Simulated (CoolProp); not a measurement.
R11 along the isobar 14.7 MPa: density (kg/m³) from the reference equation and from simpler models built on Tc = 198.0 °C, pc = 4.408 MPa, ω = 0.189; each cubic takes its own stable root.

Computed with CoolProp (reference Helmholtz-energy equation of state, Jacobsen 1992).

```csv
T (°C),phase,reference
132.15,liquid,1265
140.55,liquid,1243
148.85,liquid,1221
157.25,liquid,1198
165.55,liquid,1174
173.95,liquid,1150
182.25,liquid,1125
190.65,liquid,1099
198.95,supercritical,1073
207.25,supercritical,1046
215.65,supercritical,1017
```

Q: How far does each simpler model (van der Waals, Redlich-Kwong, Soave-Redlich-Kwong, Peng-Robinson) lie from the reference over these 11 states: mean and median of the absolute difference, and the worst?

A: 
- van der Waals: mean 27.5 %, median 27.8 %, worst -30.4 % at 132.15 °C and 14.7 MPa
- Redlich-Kwong: mean 6.5 %, median 6.6 %, worst -6.6 % at 173.95 °C and 14.7 MPa
- Soave-Redlich-Kwong: mean 5.9 %, median 5.8 %, worst -7.1 % at 215.65 °C and 14.7 MPa
- Peng-Robinson: mean 5.1 %, median 5.3 %, worst +6.9 % at 132.15 °C and 14.7 MPa
